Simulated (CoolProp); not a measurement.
Model: reference Helmholtz-energy equation of state, Bücker 2006, in CoolProp.

Task: Give the vapour pressure (kPa), liquid density (kg/m³), surface tension (mN/m), vapour viscosity (µPa s) of saturated ethane at -110.55, -92.95, -57.85 °C.

Result: 
```csv
T (°C),p (kPa),liquid density (kg/m³),surface tension (mN/m),vapour viscosity (µPa s)
-110.55,25.9,570,19.7,5.19
-92.95,79.5,549,16.9,5.75
-57.85,412,503,11.4,6.92
```

Viscosity comes from a separate model (Friend 1991). Surface tension comes from a separate correlation (Mulero 2012).
